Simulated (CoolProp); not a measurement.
The numbers come from the reference Helmholtz-energy equation of state, Thol 2019 in CoolProp.

Task: For n-pentane, give the phase and the cp (kJ/(kg K)), cv (kJ/(kg K)), speed of sound (m/s) at 295.95 °C and 0.847 bar.

Result: 
- 295.95 °C and 0.847 bar: gas; cp 2.79, cv 2.68, speed of sound 261
